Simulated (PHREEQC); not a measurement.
PHREEQC input (ion-association model, wateq4f.dat):

```
SOLUTION_MASTER_SPECIES
  An  An-  0  An  62.0  # stands for a non-complexing anion
SOLUTION_SPECIES
  An- = An-
    -log_k 0
    -gamma 3.0 0
PHASES
  Fix_H+
    H+ = H+
    -log_k 0
SOLUTION 1
  temp 25
  units mmol/kgw
  pH 7 charge
  As(3) 0.14
  Na 50.14
  An 50
END
SELECTED_OUTPUT 1
  -reset false
  -pH true
  -pe true
  -ionic_strength true
  -water true
  -totals As Na As(3) As(5)
  -molalities Hfo_wOH Hfo_wOH2+ Hfo_wO- Hfo_sOH Hfo_sOH2+ Hfo_sO- Hfo_wH2AsO3
  -saturation_indices Arsenolite
USER_PUNCH 1
  -headings sigma psi
  10 PUNCH EDL("sigma", "Hfo"), EDL("psi", "Hfo")
PRINT
  -reset false
USE solution 1
SURFACE 1
  Hfo_wOH 8.08989e-05 600 0.036
  Hfo_sOH 2.02247e-06
EQUILIBRIUM_PHASES 1
  Fix_H+ -4 HAn 10
    -force_equality true
END
# ... the last block is repeated for the other 16 points of pH, with NaOH or the acid as the point needs
```

Selected output (columns that matter, 17 of 17 rows; pH added in front):

```
pH	mu	As	Na	m_Hfo_wOH	m_Hfo_wOH2+	m_Hfo_wO-	m_Hfo_sOH	m_Hfo_sOH2+	m_Hfo_sO-	m_Hfo_wH2AsO3	si_Arsenolite	sigma	psi
4	0.050273	9.2025e-05	0.05014	2.0016e-06	3.0919e-05	2.9683e-09	1.2295e-07	1.8993e-06	1.8234e-10	4.7975e-05	-6.68	0.1466	0.12429
4.5	0.050189	8.4116e-05	0.05014	2.5507e-06	2.2458e-05	6.6369e-09	2.0623e-07	1.8157e-06	5.3659e-10	5.5884e-05	-6.758	0.1084	0.10916
5	0.05016	7.8018e-05	0.05014	3.0504e-06	1.5853e-05	1.3446e-08	3.2612e-07	1.6949e-06	1.4375e-09	6.1982e-05	-6.8234	0.078326	0.093126
5.5	0.05015	7.3487e-05	0.05014	3.4758e-06	1.0884e-05	2.5428e-08	4.8866e-07	1.5302e-06	3.5749e-09	6.6513e-05	-6.8756	0.055331	0.076563
6	0.050145	7.0212e-05	0.05014	3.8194e-06	7.2455e-06	4.6122e-08	6.9522e-07	1.3189e-06	8.3954e-09	6.9788e-05	-6.9157	0.038016	0.059861
6.5	0.050143	6.7905e-05	0.05014	4.0874e-06	4.6337e-06	8.2596e-08	9.3899e-07	1.0645e-06	1.8975e-08	7.2095e-05	-6.9463	0.025002	0.04351
7	0.050142	6.6351e-05	0.05014	4.2987e-06	2.8001e-06	1.5118e-07	1.1992e-06	7.8113e-07	4.2173e-08	7.3649e-05	-6.9716	0.015134	0.028168
7.5	0.050141	6.546e-05	0.05014	4.4923e-06	1.5732e-06	2.9387e-07	1.4287e-06	5.0033e-07	9.3458e-08	7.4539e-05	-6.9994	0.0075301	0.014534
8	0.05014	6.5333e-05	0.05014	4.7705e-06	8.4192e-07	6.1923e-07	1.5483e-06	2.7324e-07	2.0097e-07	7.4667e-05	-7.0501	0.0013099	0.0025609
8.5	0.050139	6.6397e-05	0.05014	5.4297e-06	4.9115e-07	1.3751e-06	1.5051e-06	1.3615e-07	3.8118e-07	7.3601e-05	-7.175	-0.0050647	-0.0098459
9	0.050138	6.9771e-05	0.05014	7.235e-06	3.9438e-07	3.0406e-06	1.3714e-06	7.4754e-08	5.7634e-07	7.0226e-05	-7.4651	-0.014106	-0.026412
9.5	0.050137	7.7562e-05	0.05014	1.1615e-05	4.8597e-07	6.3597e-06	1.2725e-06	5.324e-08	6.9674e-07	6.2434e-05	-7.9785	-0.029172	-0.049193
10	0.050211	9.1673e-05	0.050218	1.968e-05	7.2946e-07	1.2163e-05	1.222e-06	4.5294e-08	7.5522e-07	4.8323e-05	-8.659	-0.054296	-0.07566
10.5	0.050507	0.00011044	0.050517	2.9389e-05	9.4176e-07	2.101e-05	1.1577e-06	3.7099e-08	8.2765e-07	2.9557e-05	-9.4343	-0.093209	-0.1015
11	0.051376	0.0001271	0.051393	3.4451e-05	8.3106e-07	3.2717e-05	1.0247e-06	2.4718e-08	9.7309e-07	1.2899e-05	-10.293	-0.14669	-0.12378
11.5	0.05408	0.00013616	0.054103	3.0153e-05	4.4832e-07	4.646e-05	7.9136e-07	1.1766e-08	1.2193e-06	3.8369e-06	-11.23	-0.21095	-0.14092
12	0.062724	0.00013923	0.062755	1.8893e-05	1.3383e-07	6.1103e-05	4.7686e-07	3.3779e-09	1.5422e-06	7.6869e-07	-12.22	-0.27924	-0.15145
```

Complexes and solids missing from the database can't appear.
